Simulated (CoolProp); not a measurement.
A single-stage vapour-compression cycle with R1132(E): evaporating at 278.15 K (dew point), condensing at 326.15 K (bubble point), superheat 0 K, subcooling 8 K, compressor efficiency 0.9, no pressure losses. Each further row changes one setting.

The numbers come from the reference Helmholtz-energy equation of state, Akasaka 2024 in CoolProp.

| case | cooling COP | pressure ratio | discharge temperature (K) | refrigerating effect (kJ/kg) | volumetric capacity (kJ/m³) |
|---|---|---|---|---|---|
| as stated | 3.95 | 3.39 | 347.1 | 168 | 5270 |
| evaporating temperature 283.15 K | 4.59 | 2.93 | 344.8 | 170 | 6200 |
| condensing temperature 321.15 K | 4.62 | 3.03 | 340.2 | 179 | 5590 |
| subcooling 13 K | 4.20 | 3.39 | 347.1 | 179 | 5600 |
| superheat 10 K | 3.94 | 3.39 | 356.8 | 180 | 5300 |
| compressor efficiency 0.8 | 3.51 | 3.39 | 350.7 | 168 | 5270 |
